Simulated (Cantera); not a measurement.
Input: 1 mol CsCl, 5.2 mol H2, 31 mol N2, equilibrated at 1448 K and 0.00133 bar.

Equilibrium computed with Cantera from the NASA thermochemical tables; the gas is ideal and each condensed phase is pure. Candidate condensed phases: Cs, CsCl, NH4Cl; 16 gas species. The numbers say what is thermodynamically allowed, not how fast it happens.

Base state: N2 0.833, H2 0.139, CsCl 0.0264, Cs 0.000509, HCl 0.000509, H 9.43e-5 (mole fractions); condensed: gas only.

Q: What changes in the equilibrium state with this change: temperature from 1448 K to 850 K?

A: 
```tsv
species	before	after
N2	0.833	0.841
H2	0.139	0.141
CsCl	0.0264	0.0124
Cs2Cl2	1.05e-6	0.00600
H	9.43e-5	<1e-9
Cs	0.000509	5.17e-7
HCl	0.000509	5.17e-7
CsCl(s), mol	0	0.0995
```
